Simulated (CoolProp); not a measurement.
n-perfluorohexane at 298.15 K and 0.0219 MPa is throttled through a valve to 0.00989 MPa with no heat exchange. Each further row changes one setting.

Model: reference Helmholtz-energy equation of state, Gao 2022, in CoolProp.

| case | temperature change (K) | final density (kg/m³) |
|---|---|---|
| as stated | -0.3 | 1.36 |
| outlet pressure 0.00297 MPa | -0.5 | 0.407 |
| outlet pressure 0.0129 MPa | -0.2 | 1.78 |
